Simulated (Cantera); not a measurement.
## Iron carbonyl, mercury and lead vapours: Pb + N₂

Input: 1 mol Pb, 82 mol N₂, at 89.0 Pa.

Method: chemical equilibrium by Gibbs-energy minimisation in Cantera with the NASA 1993 tables (ideal gas, pure condensed phases). Candidate condensed phases: Pb; 4 gas species. The numbers say what is thermodynamically allowed, not how fast it happens.

```tsv
T (K)	x N₂	x Pb	x Pb₂	n Pb(s)	n Pb(l)
450	1.00	<1e-12	<1e-12	1.00	0
525	1.00	2.29e-11	<1e-12	1.00	0
600	1.00	5.80e-9	<1e-12	1.00	0
675	1.00	3.80e-7	<1e-12	0	1.000
750	1.000	1.07e-5	<1e-12	0	0.999
825	1.000	0.000161	2.07e-11	0	0.987
900	0.998	0.00154	9.13e-10	0	0.874
975	0.990	0.0103	2.21e-8	0	0.147
1050	0.988	0.0120	1.78e-8	0	0
1125	0.988	0.0120	1.12e-8	0	0
1200	0.988	0.0120	7.49e-9	0	0
1275	0.988	0.0120	5.23e-9	0	0
1350	0.988	0.0120	3.80e-9	0	0
```
x: gas mole fraction; n: condensed amount in mol.

From 450 K to 600 K the condensed part is Pb(s). From 675 K to 975 K the condensed part is Pb(l). From 1050 K to 1350 K nothing is condensed.
